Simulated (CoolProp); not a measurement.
Saturation properties of carbon dioxide.

The numbers come from the reference Helmholtz-energy equation of state, Span 1996 in CoolProp.

```csv
T (°C),p (bar),vapour Z,vapour viscosity (µPa s)
-46.85,7.739,0.8941,11.4
-42.75,9.065,0.8818,11.6
-38.75,10.52,0.8689,11.8
-34.65,12.17,0.8549,12.0
-30.55,14.02,0.8399,12.3
-26.45,16.06,0.8239,12.5
-22.35,18.31,0.8069,12.8
-18.35,20.72,0.7892,13.0
-14.25,23.42,0.7698,13.3
-10.15,26.37,0.7492,13.6
-6.05,29.59,0.7272,14.0
-1.95,33.09,0.7035,14.4
2.15,36.88,0.6780,14.8
6.15,40.88,0.6510,15.3
10.25,45.30,0.6208,15.8
```

Viscosity comes from a separate model (Laesecke 2017).
